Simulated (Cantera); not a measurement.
## Si + HCl + H2 (chlorosilane synthesis and conversion)

Input: 1 mol Si, 4 mol HCl, 1.3 mol H2, at 750 K and 100 Torr.

These are equilibrium values from Cantera (NASA tables, ideal gas, pure condensed phases), not measurements of a reactor. Candidate condensed phases: Si; 19 gas species. Equilibrium is a limit: real reactors are often held back by kinetics, nucleation or transport.

```yaml
x(H2): 0.759
x(SiCl4): 0.224
x(HCl): 0.00879
x(SiHCl3): 0.00874
x(SiH2Cl2): 2.50e-5
x(SiCl3): 6.48e-6
gas_amount: 4.300 mol
log10 activity of Si(s) (absent): -3.41
```
